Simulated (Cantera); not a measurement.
## PbO + CO + H2 (iron carbonyl, mercury and lead vapours)

A closed system holds: 1 mol PbO, 0.6 mol CO, 0.2 mol H2, held at 0.133 bar.

Equilibrium computed with Cantera from the NASA thermochemical tables; the gas is ideal and each condensed phase is pure. Candidate condensed phases: C, C6H6, C7H8, C8H18, H2O, Pb, PbO, PbO2, Pb3O4; 113 gas species. Each liquid is taken as pure. Mutual solubility and eutectic melting of coexisting phases are not modelled. Gases not in the tables: (PbO)n polymers. Equilibrium is a limit: real reactors are often held back by kinetics, nucleation or transport.

```csv
T (K),log p CO2,log p Pb,log p H2O,log p PbO,log p CO,log p Pb2,n Pb(l),n PbO(yellow),n PbO(l)
1050,-1.00,-4.33,-1.48,-5.83,-4.83,-9.53,0.800,0.200,0
1125,-1.00,-3.72,-1.48,-4.92,-4.61,-8.51,0.799,0.200,0
1200,-1.00,-3.19,-1.48,-4.17,-4.38,-7.62,0.796,0,0.200
1275,-1.01,-2.72,-1.48,-3.54,-4.15,-6.84,0.788,0,0.199
1350,-1.02,-2.31,-1.50,-2.98,-3.95,-6.15,0.768,0,0.194
1425,-1.05,-1.94,-1.53,-2.49,-3.79,-5.54,0.722,0,0.180
1500,-1.13,-1.61,-1.60,-2.05,-3.69,-4.99,0.601,0,0.131
1575,-1.30,-1.31,-1.77,-1.77,-3.59,-4.49,0.215,0,0
```
log p: log10 of the partial pressure in bar; n: condensed amount in mol.

From 1050 K to 1125 K the condensed part is Pb(l) + PbO(yellow). From 1200 K to 1500 K the condensed part is Pb(l) + PbO(l). At 1575 K the condensed part is Pb(l). The share of Pb in condensed phases is highest at 1050 K (100.0 %) and lowest at 1575 K (21.5 %).
